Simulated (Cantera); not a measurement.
Input: 1 mol Si3N4, 0.039 mol H2O, 280 mol H2, at 1650 K.

Equilibrium computed with Cantera from the NASA thermochemical tables; the gas is ideal and each condensed phase is pure. Candidate condensed phases: H2O, Si, SiO2, Si2N2O, Si3N4; 35 gas species. Mutual solubility and eutectic melting of coexisting phases are not modelled. Gases not in the tables: Si2H6 and higher silanes. Kinetics and transport are ignored.

x: gas mole fraction; n: condensed amount in mol.

| P (Pa) | x H2 | x H | x Si | x N2 | x SiO | n Si(s) | n Si2N2O(s) | n Si3N4(s) |
|---|---|---|---|---|---|---|---|---|
| 0.100 | 0.897 | 0.0860 | 0.00992 | 0.00671 | 0.000131 | 0 | 0 | 0 |
| 1.50 | 0.960 | [?] | 0.0101 | 0.00693 | 0.000135 | 0 | 0 | 0 |
| 22 | 0.985 | 0.00608 | 0.00122 | 0.00706 | 0.000138 | 2.60 | 0 | 0 |
| 320 | 0.991 | 0.00160 | 8.37e-5 | 0.00708 | 0.000138 | 2.93 | 0 | 0 |
| 4600 | 0.992 | [?] | [?] | 0.00709 | 0.000138 | 2.96 | 0 | 0 |
| 68000 | 0.999 | 0.000110 | 3.94e-7 | 0.00101 | 3.47e-5 | 0.399 | 0.0293 | 0.843 |
| 1000000 | 1.000 | 2.87e-5 | 2.68e-8 | 6.90e-5 | 2.36e-6 | 0.00393 | 0.0383 | 0.971 |

Complete the blanks.


- 1.50, x H: 0.0230
- 4600, x H: 0.000422
- 4600, x Si: 5.82e-6
